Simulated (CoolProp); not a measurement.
Values from CoolProp's reference Helmholtz-energy equation of state, Lemmon 2013.

### Question
For propylene, give the phase and the Joule-Thomson coefficient (K/MPa), Prandtl number at 381.1 K and 0.105 bar; 465.7 K and 94.7 bar; 275.1 K and 0.381 bar.

### Answer
- 381.1 K and 0.105 bar: gas; Joule-Thomson coefficient 8.41, Prandtl number 0.763
- 465.7 K and 94.7 bar: supercritical; Joule-Thomson coefficient 4.64, Prandtl number 1.19
- 275.1 K and 0.381 bar: gas; Joule-Thomson coefficient 21.6, Prandtl number 0.772

Viscosity comes from a separate model (Huber 2003), an estimate that may be off by 10 % or more. Thermal conductivity comes from a separate model (Huber 2003), an estimate that may be off by 10 % or more.
